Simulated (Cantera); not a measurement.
A Cantera script and what it prints.

```python
import numpy as np
import cantera as ct

gas_names = """
    H H2 N NH NH2 NH3 N2 N2H2 N2H4 Si SiH SiH2 SiH3 SiH4 SiN Si2 Si2N Si3
""".split()
cond_names = """
    Si(cr) Si(L) Si3N4(a)
""".split()


# ... load() reads the species with a 1 bar reference pressure and builds the phases ...
atoms = {
    'trisilylamine': {'Si': 3, 'N': 1, 'H': 9},
    'N2': {'N': 2},
    'H2': {'H': 2},
}
top_T = {'Si3N4(a)': 2400}  # K; cautious upper limits of use, not melting points


# ... equilibrate(T, P, feed) seeds the gas with the atoms and calls Mixture.equilibrate('TP', solver="vcs", rtol=1e-11, max_steps=5000) ...
results = []
feed = {'trisilylamine': 1, 'N2': 4.9, 'H2': 5.9}  # mol
P = 1000  # Pa
for T in [923, 998, 1073, 1148, 1223, 1298, 1373, 1448, 1523, 1598, 1673, 1748, 1823, 1898]:
    mix = equilibrate(T, P, feed)
    results.append((T, P, feed, dict(zip(mix.species_names, mix.species_moles))))

top = {s: max(r[3][s] / sum(r[3][g] for g in gas_names) for r in results) for s in gas_names}
cols = sorted((s for s in top if top[s] > 0.001), key=lambda s: -top[s])[:5]
seen = [c for c in cond_names if any(r[3].get(c, 0) > 1e-12 for r in results)]
print("log10 of partial pressures in bar; condensed amounts in mol")
print(f"{'T/K':>10s}" + "".join(f"{s[:9]:>10s}" for s in cols + seen))
for T, P, feed, n in results:
    ng = sum(n[g] for g in gas_names)
    print(f"{T:10.4g}" + "".join(f"{np.log10(max(n[s] / ng * P / 1e5, 1e-99)):10.3f}" for s in cols)
          + "".join(f"{n.get(c, 0):10.4g}" for c in seen))
```

It prints:

```
log10 of partial pressures in bar; condensed amounts in mol
       T/K        H2        N2         H        Si     Si(L)  Si3N4(a)
       923    -2.123    -2.608   -10.673   -24.240         0         1
       998    -2.123    -2.608    -9.729   -21.276         0         1
      1073    -2.123    -2.608    -8.915   -18.730         0         1
      1148    -2.123    -2.608    -8.206   -16.518         0         1
      1223    -2.123    -2.608    -7.583   -14.581         0         1
      1298    -2.123    -2.608    -7.031   -12.870         0         1
      1373    -2.123    -2.608    -6.539   -11.347         0         1
      1448    -2.123    -2.608    -6.097    -9.985         0         1
      1523    -2.123    -2.608    -5.698    -8.759         0         1
      1598    -2.123    -2.608    -5.335    -7.650         0         1
      1673    -2.123    -2.609    -5.005    -6.641         0    0.9998
      1748    -2.183    -2.467    -4.733    -5.837     2.997         0
      1823    -2.184    -2.467    -4.455    -5.355     2.991         0
      1898    -2.186    -2.468    -4.200    -4.911     2.977         0
```

Cantera equilibrium calculation (NASA polynomials, part measured and part estimated; ideal gas, pure solids and liquids). The feed counts by its element totals alone. The tables' values for SiN are old estimates; treat these amounts as uncertain. Gases not in the tables: Si2H6 and higher silanes.
